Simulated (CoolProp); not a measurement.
Saturation properties of CHF3 (R23) (Tc = 26.1 °C, pc = 48.32 bar, ω = 0.263).

Computed with CoolProp (reference Helmholtz-energy equation of state, Penoncello 2003).

| T (°C) | p (bar) | liquid density (kg/m³) | vapour density (kg/m³) | enthalpy of vaporisation (kJ/kg) | liquid viscosity (µPa s) |
|---|---|---|---|---|---|
| -104.45 | 0.2261 | 1528 | 1.148 | 256.7 | 458 |
| -100.15 | 0.3123 | 1513 | 1.551 | 253.5 | 420 |
| -95.75 | 0.4263 | 1497 | 2.075 | 250.2 | 387 |
| -91.45 | 0.5683 | 1481 | 2.714 | 246.9 | 358 |
| -87.15 | 0.7460 | 1465 | … | 243.5 | 332 |
| -82.85 | 0.9654 | 1449 | … | 240.0 | 309 |
| -78.45 | … | … | … | 236.4 | 288 |
| -74.15 | 1.564 | 1415 | 7.014 | 232.8 | 269 |
| -69.85 | 1.952 | 1398 | 8.643 | 229.0 | 252 |
| -65.55 | 2.410 | 1381 | 10.56 | … | … |
| -61.25 | 2.947 | 1363 | 12.79 | 221.2 | 223 |

Fill in the missing entries.


- -87.15, vapour density (kg/m³): 3.500
- -82.85, vapour density (kg/m³): 4.456
- -78.45, p (bar): 1.240
- -78.45, liquid density (kg/m³): 1432
- -78.45, vapour density (kg/m³): 5.636
- -65.55, enthalpy of vaporisation (kJ/kg): 225.2
- -65.55, liquid viscosity (µPa s): 237

It boils at -82.0 °C under 1 atm.

Viscosity comes from a separate model (Shan 2000).
